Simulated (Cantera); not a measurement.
A perfectly stirred reactor is fed with CH3OH : O2 : N2 = 0.0029 : 0.023 : 1 (molar parts), equivalence ratio 0.19, at 980000 Pa; it is held at 1050 K, and followed from long to short residence time.

Detailed kinetics in Cantera: GRI-Mech 3.0 (53 species, 325 reactions). GRI-Mech 3.0 was tuned for natural gas; its chemistry of methanol as a main component is partial and can be far from experiment.

### Question
What does this change do: pressure from 980000 Pa to 340000 Pa?

### Answer
| quantity | before | after |
|---|---|---|
| x(CH3OH) at τ = 2.80 s | 3.63e-5 | 3.62e-5 |
| x(O2) at τ = 2.80 s | 0.0185 | 0.0185 |
| x(CH2O) at τ = 2.80 s | 1.26e-5 | 1.34e-5 |
| x(HCN) at τ = 2.80 s | <1e-12 | <1e-12 |
| x(NO) at τ = 2.80 s | 6.57e-12 | 4.25e-11 |
| x(CH3OH) at τ = 19.0 ms | 0.000744 | 0.00124 |
| x(O2) at τ = 19.0 ms | 0.0204 | 0.0211 |
| x(CH2O) at τ = 19.0 ms | 0.000229 | 0.000347 |
| x(HCN) at τ = 19.0 ms | <1e-12 | <1e-12 |
| x(NO) at τ = 19.0 ms | <1e-12 | <1e-12 |

### Question
What does this change do: temperature 1050 to 1575 K?

### Answer
```csv
quantity,before,after
x(CH3OH) at τ = 2.80 s,3.63e-5,5.71e-8
x(O2) at τ = 2.80 s,0.0185,0.0181
x(CH2O) at τ = 2.80 s,1.26e-5,3.60e-8
x(HCN) at τ = 2.80 s,<1e-12,5.81e-12
x(NO) at τ = 2.80 s,6.57e-12,3.11e-6
x(CH3OH) at τ = 19.0 ms,0.000744,2.13e-6
x(O2) at τ = 19.0 ms,0.0204,0.0182
x(CH2O) at τ = 19.0 ms,0.000229,1.48e-6
x(HCN) at τ = 19.0 ms,<1e-12,1.28e-11
x(NO) at τ = 19.0 ms,<1e-12,1.84e-6
```
